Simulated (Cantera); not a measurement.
Input: 1 mol Al(CH3)3, 1.1 mol N2O, 9.2 mol N2, equilibrated at 2025 K and 9.00 Torr.

These are equilibrium values from Cantera (NASA tables, ideal gas, pure condensed phases), not measurements of a reactor. Candidate condensed phases: Al, AlN, Al2O3, C, C6H6, C7H8, C8H18, H2O; 148 gas species. The feed counts by its element totals alone. Equilibrium is a limit: real reactors are often held back by kinetics, nucleation or transport.

Base state: N2 0.615, H2 0.268, CO 0.0676, Al 0.0318, H 0.00910, HCN 0.00660, AlH 0.000478, HNC 0.000392 (mole fractions); condensed: AlN(s) + C(graphite).

Q: What changes in the equilibrium state with this change: temperature from 2025 K to 1323 K?

A: 
```tsv
species	before	after
N2	0.615	0.677
H2	0.268	0.303
CO	0.0676	0.0206
Al	0.0318	<1e-9
AlH	0.000478	<1e-9
Al2O	8.32e-5	<1e-9
H	0.00910	7.96e-6
C2H2 (acetylene)	0.000243	2.50e-7
AlN(s), mol	0.473	0.470
C(graphite), mol	1.78	2.69
Al2O3(s), mol	0	0.265
```
Mutual solubility and eutectic melting of coexisting phases are not modelled.
